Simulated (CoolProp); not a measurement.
R236FA along the isotherm 126.85 °C: density (kg/m³) from the reference equation and from simpler models built on Tc = 124.9 °C, pc = 3.191 MPa, ω = 0.377; each cubic takes its own stable root.

Values from CoolProp's reference Helmholtz-energy equation of state, Pan 2012.

```tsv
p (MPa)	phase	reference	van der Waals	Soave-Redlich-Kwong
0.16	gas	7.443	7.425	7.441
0.319	gas	15.11	15.04	15.10
0.479	gas	23.13	22.95	23.10
0.638	gas	31.42	31.09	31.36
0.798	gas	40.12	39.59	40.03
0.957	gas	49.17	48.37	49.03
1.12	gas	58.92	57.77	58.71
1.28	gas	69.01	67.42	68.71
1.44	gas	79.69	77.57	79.26
1.6	gas	91.06	88.28	90.47
```
